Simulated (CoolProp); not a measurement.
Vapour-liquid equilibrium of propane (1) + R152A (2) at 247.9 K; x and y are mole fractions of (1).

Values from CoolProp's multi-fluid Helmholtz-energy mixture model, Lemmon 2009 and Outcalt 1996; pair parameters Bell 2016.

### Question
Give the bubble pressure and the first vapour's composition at x = 0.125, 0.725, 0.95. Is there an azeotrope?

### Answer
x = 0.125: 1.621 bar, y = 0.458; x = 0.725: 2.253 bar, y = 0.737; x = 0.95: 2.126 bar, y = 0.908. y crosses x between x = 0.725 and 0.8: the model has an azeotrope there.

Pair parameters are fitted to limited data, so mixtures are less certain than the pure fluids. With so large a gap from Raoult's law the liquid may split in two, which this calculation doesn't test in full.
